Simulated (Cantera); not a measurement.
Cantera run, input and output.

```python
import numpy as np
import cantera as ct

gas = ct.Solution("gri30.yaml")
gas.TPX = 1525, 1000000, {'CH4': 1, 'CO': 0.42, 'O2': 1.27, 'N2': 11.6, 'H2O': 0.38}
reactor = ct.IdealGasConstPressureReactor(gas, energy="on", clone=False)
net = ct.ReactorNet([reactor])
net.rtol, net.atol = 1e-08, 1e-16
show = ['CH4', 'CO', 'O2', 'NO2', 'NO', 'H2O', 'CH2O']
times = np.geomspace(5e-06, 0.2, 15)

steps = ct.SolutionArray(gas, extra=["t"])
rows = []
print(f"{'t/s':>10s}{'T/K':>9s}{'P/Pa':>11s}" + "".join(f"{s:>11s}" for s in show))
for t in times:
    while net.time < t:
        t_next = net.step()
        steps.append(gas.state, t=t_next)
    rows.append([np.interp(t, steps.t, y) for y in (steps.T, steps.P, *steps(*show).X.T)])
    print(f"{t:10.3e}{rows[-1][0]:9.1f}{rows[-1][1]:11.4g}" + "".join(f"{x:11.3e}" for x in rows[-1][2:]))
rate = np.gradient(steps.T, steps.t)
print("integrator steps:", len(steps.t))
if steps.T.max() > steps.T[0] + 200:
    print(f"time of steepest temperature rise: {steps.t[rate.argmax()]:.4e} s")
gas.TPX = 1525, 1000000, {'CH4': 1, 'CO': 0.42, 'O2': 1.27, 'N2': 11.6, 'H2O': 0.38}
gas.equilibrate("HP")
print(f"equilibrium (HP): T = {gas.T:.1f} K  " + "  ".join(f"{s} {gas[s].X[0]:.3e}" for s in show))
```

It prints:

```
       t/s      T/K       P/Pa        CH4         CO         O2        NO2         NO        H2O       CH2O
 5.000e-06   1525.0      1e+06  6.816e-02  2.863e-02  8.657e-02  3.000e-18  8.521e-15  2.591e-02  4.532e-07
 1.066e-05   1525.0      1e+06  6.815e-02  2.863e-02  8.656e-02  2.609e-17  2.564e-14  2.591e-02  2.446e-06
 2.272e-05   1525.0      1e+06  6.811e-02  2.862e-02  8.655e-02  2.215e-16  9.224e-14  2.593e-02  1.280e-05
 4.843e-05   1525.4      1e+06  6.798e-02  2.862e-02  8.648e-02  2.200e-15  3.591e-13  2.600e-02  5.654e-05
 1.032e-04   1527.0      1e+06  6.756e-02  2.861e-02  8.625e-02  2.646e-14  1.300e-12  2.625e-02  1.849e-04
 2.201e-04   1533.7      1e+06  6.602e-02  2.873e-02  8.534e-02  4.130e-13  5.885e-12  2.728e-02  5.114e-04
 4.691e-04   1605.5      1e+06  5.225e-02  3.248e-02  7.526e-02  2.685e-11  3.120e-10  3.869e-02  1.387e-03
 1.000e-03   2246.0      1e+06  4.359e-05  6.818e-02  7.752e-07  3.570e-10  4.836e-05  1.008e-01  2.913e-07
 2.132e-03   2245.4      1e+06  1.501e-08  6.842e-02  8.136e-07  5.055e-10  6.787e-05  1.007e-01  1.479e-08
 4.544e-03   2245.4      1e+06  1.101e-10  6.842e-02  8.159e-07  4.472e-10  6.000e-05  1.007e-01  1.470e-08
 9.686e-03   2245.6      1e+06  1.089e-10  6.842e-02  8.172e-07  3.528e-10  4.730e-05  1.007e-01  1.470e-08
 2.065e-02   2245.7      1e+06  1.080e-10  6.842e-02  8.185e-07  2.647e-10  3.547e-05  1.007e-01  1.469e-08
 4.401e-02   2245.7      1e+06  1.075e-10  6.842e-02  8.192e-07  2.146e-10  2.873e-05  1.007e-01  1.469e-08
 9.382e-02   2245.7      1e+06  1.075e-10  6.842e-02  8.194e-07  2.028e-10  2.716e-05  1.007e-01  1.469e-08
 2.000e-01   2245.7      1e+06  1.075e-10  6.842e-02  8.194e-07  2.023e-10  2.709e-05  1.007e-01  1.469e-08
integrator steps: 1964
time of steepest temperature rise: 5.4131e-04 s
equilibrium (HP): T = 2245.7 K  CH4 1.202e-10  CO 6.842e-02  O2 8.194e-07  NO2 2.023e-10  NO 2.709e-05  H2O 1.007e-01  CH2O 1.469e-08
```

Computed with Cantera and GRI-Mech 3.0 (53 species, 325 reactions).
